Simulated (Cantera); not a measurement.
Input: 1 mol B2O3, 1.9 mol O2, a varied amount of H2, at 1925 °C and 645 Torr.

These are equilibrium values from Cantera (NASA tables, ideal gas, pure condensed phases), not measurements of a reactor. Candidate condensed phases: B, B2O3, B3O3H3, H2O; 23 gas species. The numbers say what is thermodynamically allowed, not how fast it happens.

### Question
At 15 mol H2, list the 7 most abundant gas species with their mole fractions, and the condensed phases.

### Answer
H2 0.691, H2O 0.187, HBO2 0.104, B2O3 0.00805, H 0.00499, HBO 0.00399, BO 0.000351. Condensed: gas only.
